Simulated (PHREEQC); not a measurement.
Phosphoric acid bath (model solution)

Make-up at 25 °C: 4.1 mmol/kgw H3PO4 and 19 mmol/kgw HF. Closed to the air; pH follows from the charge balance.

The numbers come from PHREEQC with the ion-association model, phreeqc.dat.

This is a speciation only: nothing precipitates in the calculation.

Q: Estimate the pH, specific conductance.

A: pH 2.32; specific conductance 1890 µS/cm.

Q: In which forms is P present?

A: H2PO4- 61 %, H3PO4 39 % of the P.
